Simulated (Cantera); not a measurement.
Feed: 1 mol SiCl4, 5.1 mol HCl, 4.1 mol H2, 0.77 mol Cl2, equilibrated at 17.0 bar.

Method: chemical equilibrium by Gibbs-energy minimisation in Cantera with the NASA 1993 tables (ideal gas, pure condensed phases). Candidate condensed phases: Si; 19 gas species. The tables' values for SiCl3 are old estimates; treat these amounts as uncertain. Kinetics and transport are ignored. All values below are at 1500 K.

Base state: HCl 0.611, H2 0.297, SiCl4 0.0843, SiHCl3 0.00425, SiCl3 0.00230, SiCl2 0.000200, SiH2Cl2 3.40e-5 (mole fractions); condensed: gas only.

Problem. What changes in the equilibrium state with this change: SiCl4 replaced by Si?

Solution. 
```
species    before     after
-------  --------  --------
H2          0.297     0.570
HCl         0.611     0.319
SiCl4      0.0843    0.0867
SiHCl3    0.00425    0.0160
SiH2Cl2   3.40e-5  0.000472
SiCl2    0.000200   0.00145
SiCl3     0.00230   0.00629
```
